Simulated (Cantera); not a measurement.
A perfectly stirred reactor is fed with C₂H₆ : N₂ = 1 : 6.2 (molar parts), at 0.233 Torr; it is held at 1650 K, and followed from long to short residence time.

Cantera simulation using GRI-Mech 3.0 (53 species, 325 reactions); the numbers are that mechanism's predictions, not measurements. GRI-Mech 3.0 stops at C3 and has no aromatics, soot or wall deposition, so with more carbon than oxygen in the feed, carbon stays in small species such as C2H2 where larger ones or solid carbon would form. Radical loss at walls, strong at low pressure, is not modelled.

Question: What does this change do: pressure from 0.233 Torr to 100.0 Torr?

Answer: 
| quantity | before | after |
|---|---|---|
| x(C₂H₆) at τ = 4.70 s | 0.000387 | 7.85e-6 |
| x(H) at τ = 4.70 s | 0.00124 | 0.000151 |
| x(CH₃) at τ = 4.70 s | 0.00346 | 0.000132 |
| x(C₂H₄) at τ = 4.70 s | 0.00219 | 0.000259 |
| x(CH₄) at τ = 4.70 s | 0.0243 | 0.00885 |
| x(C₂H₆) at τ = 0.120 s | 0.0124 | 0.000198 |
| x(H) at τ = 0.120 s | 0.00144 | 0.000277 |
| x(CH₃) at τ = 0.120 s | 0.0196 | 0.000701 |
| x(C₂H₄) at τ = 0.120 s | 0.0289 | 0.00122 |
| x(CH₄) at τ = 0.120 s | 0.0454 | 0.0231 |

Question: What does this change do: N2 6.2 to 0.75 parts?

Answer: 
| quantity | before | after |
|---|---|---|
| x(C₂H₆) at τ = 4.70 s | 0.000387 | 0.000681 |
| x(H) at τ = 4.70 s | 0.00124 | 0.00207 |
| x(CH₃) at τ = 4.70 s | 0.00346 | 0.00672 |
| x(C₂H₄) at τ = 4.70 s | 0.00219 | 0.00430 |
| x(CH₄) at τ = 4.70 s | 0.0243 | 0.0718 |
| x(C₂H₆) at τ = 0.120 s | 0.0124 | 0.0243 |
| x(H) at τ = 0.120 s | 0.00144 | 0.00243 |
| x(CH₃) at τ = 0.120 s | 0.0196 | 0.0396 |
| x(C₂H₄) at τ = 0.120 s | 0.0289 | 0.0676 |
| x(CH₄) at τ = 0.120 s | 0.0454 | 0.176 |
